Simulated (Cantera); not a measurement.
Feed: 1 mol C2F6, 0.65 mol CH4, 1.6 mol H2, equilibrated at 1000 K and 0.165 Torr.

Cantera equilibrium calculation (NASA polynomials, part measured and part estimated; ideal gas, pure solids and liquids). Candidate condensed phases: C, C6H6, C7H8, C8H18; 95 gas species. The feed counts by its element totals alone. Gases not in the tables: C2F6 and larger saturated fluorocarbons. Equilibrium is a limit: real reactors are often held back by kinetics, nucleation or transport.

Base state: HF 0.991, CF4 0.00855 (mole fractions); condensed: C(graphite).

Q: What changes in the equilibrium state with this change: temperature from 1000 K to 1673.15 K?

A: 
```json
[
 {"species": "HF", "before": "0.991", "after": "0.987"},
 {"species": "CF4", "before": "0.00855", "after": "0.00627"},
 {"species": "F", "before": "1.04e-9", "after": "0.00425"},
 {"species": "CF2", "before": "3.37e-9", "after": "0.00230"},
 {"species": "CF3", "before": "<1e-9", "after": "3.76e-5"},
 {"species": "C(graphite), mol", "before": "2.60", "after": "2.60"}
]
```

Q: What changes in the equilibrium state with this change: temperature from 1000 K to 2100 K?

A: 
```
species            before     after
----------------  -------  --------
HF                  0.991     0.966
F                 1.04e-9    0.0325
H                   <1e-9  0.000795
CF4               0.00855   1.92e-7
CF                  <1e-9  0.000241
CF2               3.37e-9  0.000724
H2                  <1e-9   1.43e-5
C(graphite), mol     2.60      2.64
```
